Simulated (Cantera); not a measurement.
A perfectly stirred reactor is fed with CO : O2 : H2O : N2 = 0.0014 : 0.0041 : 0.028 : 1 (molar parts), at 3.26 atm; it is held at 1448 K, and followed from long to short residence time.

Model: GRI-Mech 3.0 (53 species, 325 reactions), integrated in Cantera.

Question: What does this change do: H2O 0.028 to 0.011 parts?

Answer: 
```tsv
quantity	before	after
x(CO) at τ = 0.620 s	1.03e-5	1.31e-5
x(O2) at τ = 0.620 s	0.00329	0.00335
x(H2O) at τ = 0.620 s	0.0271	0.0108
x(O) at τ = 0.620 s	7.26e-7	1.19e-6
x(NO) at τ = 0.620 s	7.41e-8	1.72e-7
x(CO) at τ = 42.0 ms	6.60e-5	8.31e-5
x(O2) at τ = 42.0 ms	0.00332	0.00338
x(H2O) at τ = 42.0 ms	0.0271	0.0108
x(O) at τ = 42.0 ms	3.64e-6	6.04e-6
x(NO) at τ = 42.0 ms	8.92e-8	1.89e-7
```
